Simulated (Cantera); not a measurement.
An adiabatic, constant-volume homogeneous reactor starts with C3H8 : O2 : N2 = 1 : 9.62 : 36.2 (molar parts), at 1625 K and 5.00 bar.

Detailed kinetics in Cantera: GRI-Mech 3.0 (53 species, 325 reactions). GRI-Mech 3.0 was tuned for natural gas; its chemistry of propane as a main component is partial and can be far from experiment.

One state of this run: T (K) = 2800; P (bar) = 8.91; x C3H8 = <1e-12; x O2 = 0.0939; x C2H = <1e-12; x HO2 = 2.32e-5; x HCO = 8.76e-9; x NO2 = 2.39e-6; x C2H4 = <1e-12. x: mole fraction; the columns are a selection and need not sum to one.

Q: Which value of t (s) does it belong to?
A. 4.62e-5
B. 0.00866
C. 0.200
D. 0.00107

A: A, 4.62e-5
